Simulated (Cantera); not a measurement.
An adiabatic, constant-pressure homogeneous reactor starts with CH4 : CO : O2 : N2 : CO2 = 1 : 0.48 : 7 : 26.3 : 3.3 (molar parts), at 1350 K and 2700 Torr.

Computed with Cantera and GRI-Mech 3.0 (53 species, 325 reactions).

**Question.** Predict: time of steepest temperature rise; temperature at 5.00 s; equilibrium temperature; x(CO) at 5.00 s; x(O2) at 5.00 s; x(O) at 5.00 s.

**Answer.** 
```
Property                                                              Result
---------------------------------  -----------------------------------------
time of steepest temperature rise                                    1.42 ms
temperature at 5.00 s                                                 1968 K
equilibrium temperature                                               1967 K
x(CO) at 5.00 s                    0.000191 (gas-phase equilibrium 0.000190)
x(O2) at 5.00 s                          0.123 (gas-phase equilibrium 0.123)
x(O) at 5.00 s                       9.67e-5 (gas-phase equilibrium 9.58e-5)
```
